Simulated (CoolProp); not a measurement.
Properties of R22 along the isobar 6.7 MPa.

Values from CoolProp's reference Helmholtz-energy equation of state, Kamei 1995.

```
T (K)          phase  density (kg/m³)  cp (kJ/(kg K))  isothermal compressibility (1/MPa)  fugacity coefficient
-----  -------------  ---------------  --------------  ----------------------------------  --------------------
353.5         liquid            973.7           1.560                             0.01884                0.4278
374.4  supercritical            789.3           2.393                                   …                     …
395.3  supercritical            376.3           2.644                              0.4065                0.6507
416.3  supercritical            268.6           1.457                              0.2576                     …
437.2  supercritical            225.0           1.204                              0.2158                0.7602
458.1  supercritical            198.4           1.101                              0.1957                0.7981
479.1  supercritical                …           1.050                              0.1836                0.8294
500    supercritical            165.2           1.023                              0.1757                0.8554
```

**Question.** Fill in the missing entries.

**Answer.** 
- 374.4, isothermal compressibility (1/MPa): 0.08522
- 374.4, fugacity coefficient: 0.5510
- 416.3, fugacity coefficient: 0.7132
- 479.1, density (kg/m³): 179.5

The peak of cp marks the crossing from liquid-like to gas-like fluid above the critical point.
